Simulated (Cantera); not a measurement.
An isothermal, constant-pressure homogeneous reactor starts with 2.32 % H₂, 6.11 % O₂, 91.6 % N₂, equivalence ratio 0.19, at 1375 K and 0.810 bar.

Model: GRI-Mech 3.0 (53 species, 325 reactions), integrated in Cantera.

Problem. Predict: x(H₂) at 3.00 s; x(O₂) at 3.00 s; x(O) at 3.00 s; x(NO) at 3.00 s; x(HO₂) at 3.00 s; x(NO₂) at 3.00 s.

Solution. 
```
Item                                                Result
----------------  ----------------------------------------
x(H₂) at 3.00 s    3.59e-8 (gas-phase equilibrium 3.60e-8)
x(O₂) at 3.00 s      0.0500 (gas-phase equilibrium 0.0499)
x(O) at 3.00 s     1.59e-7 (gas-phase equilibrium 1.59e-7)
x(NO) at 3.00 s   3.49e-6 (gas-phase equilibrium 0.000334)
x(HO₂) at 3.00 s   1.15e-8 (gas-phase equilibrium 1.15e-8)
x(NO₂) at 3.00 s   1.24e-8 (gas-phase equilibrium 1.18e-6)
```
